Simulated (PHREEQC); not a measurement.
Dissolve 1.8 mmol/kgw MgCl2, 0.031 mmol/kgw NaF and 180 mmol/kgw NaCl at 25 °C and 50 atm. Closed to the air; pH follows from the charge balance.

Computed with PHREEQC (ion-association model, phreeqc.dat).

```
quantity              before    after
-------------------  -------  -------
pH                      6.93     6.09
F- (mol/kgw)         2.84e-5  2.72e-5
NaF (mol/kgw)        1.48e-6  1.31e-6
HF (mol/kgw)         3.33e-9  7.77e-8
SI of Halite (NaCl)    -3.32    -3.40
```

Problem. Name the change that produced these shifts.
A) MgCl2 from 0.0018 to 0.00198 mol/kgw
B) diluted 10-fold with water
C) MgCl2 replaced by (CH3)4NCl at the same molality
D) 0.0063 mol/kgw ZnCl2 added
E) temperature from 25 to 90 °C

Solution. E, temperature from 25 to 90 °C

Precipitation was switched off in this run. Under pressure, the constants of complexes without a molar volume in the database are unreliable. At this temperature some constants are extrapolated from 25 °C, and those without enthalpy data are left unchanged.
